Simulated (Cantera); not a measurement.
**Gas-phase reforming**

An isothermal, constant-pressure homogeneous reactor starts with 52.2 % CH₄, 43.3 % H₂O, 4.44 % H₂, at 1998 K and 21800 Torr.

Computed with Cantera and GRI-Mech 3.0 (53 species, 325 reactions). The pressure lies above the range GRI-Mech 3.0 was tuned for (to about 10 atm).

```json
[
 {"t (s)": "5.00e-5", "x CH₄": "0.179", "x H₂O": "0.331", "x H₂": "0.372", "x O": "2.18e-9", "x CH₃": "0.00154"},
 {"t (s)": "0.000210", "x CH₄": "0.0831", "x H₂O": "0.282", "x H₂": "0.480", "x O": "1.51e-9", "x CH₃": "0.000698"},
 {"t (s)": "0.000879", "x CH₄": "0.0624", "x H₂O": "0.217", "x H₂": "0.546", "x O": "1.20e-9", "x CH₃": "0.000502"},
 {"t (s)": "0.00368", "x CH₄": "0.0544", "x H₂O": "0.119", "x H₂": "0.626", "x O": "7.71e-10", "x CH₃": "0.000407"},
 {"t (s)": "0.0154", "x CH₄": "0.0399", "x H₂O": "0.0407", "x H₂": "0.695", "x O": "3.06e-10", "x CH₃": "0.000283"},
 {"t (s)": "0.0647", "x CH₄": "0.0287", "x H₂O": "0.00579", "x H₂": "0.729", "x O": "4.66e-11", "x CH₃": "0.000199"},
 {"t (s)": "0.271", "x CH₄": "0.0265", "x H₂O": "0.000157", "x H₂": "0.735", "x O": "1.38e-12", "x CH₃": "0.000182"},
 {"t (s)": "1.14", "x CH₄": "0.0264", "x H₂O": "0.000137", "x H₂": "0.735", "x O": "1.22e-12", "x CH₃": "0.000182"},
 {"t (s)": "4.77", "x CH₄": "0.0264", "x H₂O": "0.000137", "x H₂": "0.735", "x O": "1.22e-12", "x CH₃": "0.000182"},
 {"t (s)": "20.0", "x CH₄": "0.0264", "x H₂O": "0.000137", "x H₂": "0.735", "x O": "1.22e-12", "x CH₃": "0.000182"}
]
```
x: mole fraction; the columns are a selection and need not sum to one.

Equilibrium at this temperature and pressure: CH₄ 0.0264, H₂O 0.000143, H₂ 0.735, O 1.27e-12, CH₃ 0.000182 (gas phase only).
